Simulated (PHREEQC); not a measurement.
Solution (25 °C): 0.0069 mol/kgw HF and 0.0094 mol/kgw ZnSO4. Closed to the air; pH follows from the charge balance.

The numbers come from PHREEQC with the ion-association model, phreeqc.dat.

```
quantity                  before   after
------------------------  ------  ------
pH                          2.80    2.38
ionic strength (mol/kgw)  0.0275  0.0306
```

Task: Name the change that produced these shifts.
A. ZnSO4 left out
B. diluted 2-fold with water
C. HF left out
D. HF replaced by Cu(BF4)2 at the same molality
E. HF from 0.0069 to 0.0345 mol/kgw

Result: E, HF from 0.0069 to 0.0345 mol/kgw

No solid was allowed to form.
